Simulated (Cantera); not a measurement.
A perfectly stirred reactor is fed with 1.78 % C3H8, 20.6 % O2, 77.6 % N2, equivalence ratio 0.43, at 0.365 atm; it is adiabatic with a 300 K inlet, and is followed from long to short residence time, starting on the burning branch (τ in s: 0.18, 0.066, 0.024, 0.0087, 0.0032, 0.0012, 0.00042, 0.00015, 5.6e-05).

Cantera simulation using GRI-Mech 3.0 (53 species, 325 reactions); the numbers are that mechanism's predictions, not measurements. GRI-Mech 3.0 was tuned for natural gas; its chemistry of propane as a main component is partial and can be far from experiment.

Predict: blow-out, bracketed by the residence times tried; x(C3H8) at τ = 0.180 s; x(O2) at τ = 0.180 s; x(HCO) at τ = 0.180 s; x(H) at τ = 0.180 s; x(NO2) at τ = 0.180 s; x(C3H8) at τ = 3.20 ms; x(O2) at τ = 3.20 ms; x(HCO) at τ = 3.20 ms; x(H) at τ = 3.20 ms.


* **blow-out, bracketed by the residence times tried**: burning at 3.20 ms, out at 1.20 ms
* **x(C3H8) at τ = 0.180 s**: 4.48e-6
* **x(O2) at τ = 0.180 s**: 0.115
* **x(HCO) at τ = 0.180 s**: 2.25e-8
* **x(H) at τ = 0.180 s**: 2.06e-5
* **x(NO2) at τ = 0.180 s**: 3.34e-9
* **x(C3H8) at τ = 3.20 ms**: 0.000113
* **x(O2) at τ = 3.20 ms**: 0.123
* **x(HCO) at τ = 3.20 ms**: 1.40e-6
* **x(H) at τ = 3.20 ms**: 0.000380
